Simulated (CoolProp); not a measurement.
Saturation properties of isopentane (Tc = 460.3 K, pc = 3378 kPa, ω = 0.227).

Computed with CoolProp (reference Helmholtz-energy equation of state, Lemmon 2006). It is a short technical equation, of lower accuracy than the large ones.

| T (K) | p (kPa) | enthalpy of vaporisation (kJ/kg) | liquid viscosity (µPa s) | liquid conductivity (mW/(m K)) |
|---|---|---|---|---|
| 339.6 | 324.9 | 310.4 | 136 | 89.4 |
| 342.7 | 352.3 | 307.5 | 132 | 88.5 |
| 345.7 | 380.4 | 304.6 | 129 | 87.6 |
| 348.8 | 411.2 | 301.5 | 126 | 86.7 |
| 351.8 | 442.7 | 298.4 | 123 | 85.8 |
| 354.9 | 477.2 | 295.2 | 119 | 84.9 |
| 357.9 | 512.4 | 292.1 | 116 | 84.0 |
| 360.9 | 549.5 | 288.8 | 113 | 83.1 |
| 364 | 589.9 | 285.4 | 111 | 82.1 |
| 367 | 631.1 | 282.0 | 108 | 81.2 |
| 370.1 | 675.8 | 278.4 | 105 | 80.3 |
| 373.1 | 721.4 | 274.8 | 102 | 79.4 |
| 376.2 | 770.7 | 271.1 | 99.5 | 78.4 |
| 379.2 | 820.9 | 267.3 | 96.9 | 77.5 |
| 382.2 | 873.4 | 263.5 | 94.4 | 76.6 |

It boils at 301.0 K under 1 atm.

Viscosity comes from a separate model (Chung 1988), a generic estimate that can be far off for the liquid and wasn't checked against measurements. Thermal conductivity comes from a separate model (Vassiliou 2015).
